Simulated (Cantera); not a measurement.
A perfectly stirred reactor is fed with CH₄ : H₂ : O₂ : N₂ = 1 : 0.38 : 2.58 : 9.69 (molar parts), at 3750 Torr; it is adiabatic with a 798 K inlet, and is followed from long to short residence time, starting on the burning branch (τ in s: 0.038, 0.02, 0.01, 0.0053, 0.0028, 0.0014, 0.00075, 0.00039, 0.0002, 0.00011, 5.5e-05).

Computed with Cantera and GRI-Mech 3.0 (53 species, 325 reactions).

Q: Predict: blow-out, bracketed by the residence times tried; x(CH₄) at τ = 38.0 ms; x(H₂) at τ = 38.0 ms; x(O₂) at τ = 38.0 ms; x(OH) at τ = 38.0 ms; x(CH₄) at τ = 1.40 ms; x(H₂) at τ = 1.40 ms; x(O₂) at τ = 1.40 ms; x(CH₂CO) at τ = 1.40 ms; x(OH) at τ = 1.40 ms.

A: 
```
Property                                                                           Value
------------------------------------------------  --------------------------------------
blow-out, bracketed by the residence times tried  burning at 55.0 µs, the shortest tried
x(CH₄) at τ = 38.0 ms                                                            8.78e-7
x(H₂) at τ = 38.0 ms                                                             0.00187
x(O₂) at τ = 38.0 ms                                                              0.0277
x(OH) at τ = 38.0 ms                                                             0.00591
x(CH₄) at τ = 1.40 ms                                                            1.92e-5
x(H₂) at τ = 1.40 ms                                                             0.00252
x(O₂) at τ = 1.40 ms                                                              0.0307
x(CH₂CO) at τ = 1.40 ms                                                          5.50e-9
x(OH) at τ = 1.40 ms                                                             0.00687
```
